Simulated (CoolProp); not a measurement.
Vapour-liquid equilibrium of isobutane (1) + acetone (2) at 0.252 MPa; x and y are mole fractions of (1).

Values from CoolProp's multi-fluid Helmholtz-energy mixture model, Bücker 2006 and Lemmon 2006; pair parameters Bell 2016.

```csv
x,bubble temperature (K),y at the bubble point,dew temperature at overall composition x (K),liquid density (mol/L)
0.05,335.4,0.509,356.8,12.50
0.2,302.6,0.863,350.8,?
0.35,294.6,0.909,344.0,11.85
0.5,?,0.920,336.0,?
0.65,291.6,0.926,?,10.68
0.8,?,0.940,311.4,10.19
0.95,288.1,0.977,289.5,9.810
```

### Question
What belongs in the gaps?

### Answer

- 0.2, liquid density (mol/L): 12.39
- 0.5, bubble temperature (K): 292.6
- 0.5, liquid density (mol/L): 11.24
- 0.65, dew temperature at overall composition x (K): 325.8
- 0.8, bubble temperature (K): 290.2

No azeotrope shows between x = 0.05 and 0.95.

Pair parameters are fitted to limited data, so mixtures are less certain than the pure fluids. With so large a gap from Raoult's law the liquid may split in two, which this calculation doesn't test in full.
